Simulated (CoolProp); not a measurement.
Vapour-liquid equilibrium of benzene (1) + toluene (2) at 52.45 °C; x and y are mole fractions of (1).

Model: multi-fluid Helmholtz-energy mixture model, Thol 2012 and Lemmon 2006; pair parameters Bell 2016, in CoolProp.

**Question.** Give the bubble pressure and the first vapour's composition at x = 0.65, 0.725, 0.95. Is there an azeotrope?

**Answer.** x = 0.65: 0.3051 bar, y = 0.842; x = 0.725: 0.3248 bar, y = 0.884; x = 0.95: 0.3839 bar, y = 0.982. No azeotrope shows between x = 0.05 and 0.95.

Pair parameters are fitted to limited data, so mixtures are less certain than the pure fluids.
